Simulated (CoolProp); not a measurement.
Vapour-liquid equilibrium of methanol (1) + dimethyl carbonate (2) at 40.85 °C; x and y are mole fractions of (1).

Computed with CoolProp (multi-fluid Helmholtz-energy mixture model, de Reuck 1993 and Zhou 2011; pair parameters Bell 2016).

| x | bubble pressure, mixture model (kPa) | bubble pressure, Raoult's law (kPa) | y, mixture model | y, Raoult's law |
|---|---|---|---|---|
| 0.05 | 20.73 | 16.66 | 0.272 | 0.111 |
| 0.15 | [?] | 18.80 | [?] | 0.295 |
| 0.25 | 32.25 | 20.93 | 0.598 | 0.441 |
| 0.35 | 34.99 | 23.07 | 0.653 | 0.561 |
| 0.45 | 36.70 | 25.20 | 0.690 | 0.660 |
| 0.55 | 37.80 | 27.34 | [?] | 0.743 |
| 0.65 | 38.56 | 29.47 | 0.747 | 0.815 |
| 0.75 | 39.03 | 31.61 | 0.782 | 0.877 |
| 0.85 | [?] | 33.75 | 0.834 | 0.931 |
| 0.95 | 38.14 | 35.88 | 0.925 | 0.978 |

### Question
Some entries are withheld; supply them.

### Answer

- 0.15, bubble pressure, mixture model (kPa): 27.83
- 0.15, y, mixture model: 0.498
- 0.55, y, mixture model: 0.719
- 0.85, bubble pressure, mixture model (kPa): 39.08

The largest gap from Raoult's law is +54.1 % in bubble pressure, at x = 0.25. y crosses x between x = 0.75 and 0.85: the model has an azeotrope there.

The pair parameters rest on a limited set of measurements; away from them the model extrapolates. With so large a gap from Raoult's law the liquid may split in two, which this calculation doesn't test in full.
